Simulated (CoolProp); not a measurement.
CF4 (R14) along the isobar 182 bar: fugacity coefficient from the reference equation and from simpler models built on Tc = 227.4 K, pc = 37.62 bar, ω = 0.178; each cubic takes its own stable root.

The numbers come from the reference Helmholtz-energy equation of state, Platzer 1990 in CoolProp. This equation is an older, rougher fit; its heat capacities, sound speeds and derivatives of the liquid may be far off and weren't checked against measurements.

```csv
T (K),phase,reference,Redlich-Kwong,Soave-Redlich-Kwong,Peng-Robinson
180.9,liquid,0.07072,0.08592,0.07277,0.06587
210.6,liquid,0.1726,0.1894,0.1802,0.1629
240.4,supercritical,0.3117,0.3182,0.3283,0.2978
270.1,supercritical,0.4612,0.4502,0.4876,0.4444
299.8,supercritical,0.5981,0.5696,0.6325,0.5793
329.5,supercritical,0.7114,0.6695,0.7510,0.6917
359.3,supercritical,0.8018,0.7496,0.8431,0.7812
389,supercritical,0.8727,0.8124,0.9128,0.8507
418.7,supercritical,0.9288,0.8615,0.9654,0.9047
448.5,supercritical,0.9735,0.9002,1.005,0.9466
```
